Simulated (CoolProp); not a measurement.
Computed with CoolProp (reference Helmholtz-energy equation of state, Guder 2009).

Task: Give the vapour pressure (kPa), vapour density (kg/m³), enthalpy of vaporisation (kJ/kg) of saturated sulfur hexafluoride at 18.45 °C.

Result: 
```json
[
 {"T (°C)": "18.45", "p (kPa)": "2020", "vapour density (kg/m³)": "183", "enthalpy of vaporisation (kJ/kg)": "68.6"}
]
```
